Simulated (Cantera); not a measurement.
Feed: 1 mol HMDSO, 0.11 mol N2O, 76 mol H2, at 130 Pa.

Method: chemical equilibrium by Gibbs-energy minimisation in Cantera with the NASA 1993 tables (ideal gas, pure condensed phases). Candidate condensed phases: C, C6H6, C7H8, C8H18, H2O, Si, SiC, SiO2, Si2N2O, Si3N4; 151 gas species. The feed counts by its element totals alone. Rates play no part.

**Question.** At 1025 °C, list the 5 most abundant gas species with their mole fractions, and the condensed phases.

**Answer.** H2 0.986, CO 0.0129, N2 0.00127, H 2.95e-5, CH4 1.01e-5. Condensed: C(graphite) + SiC(s).
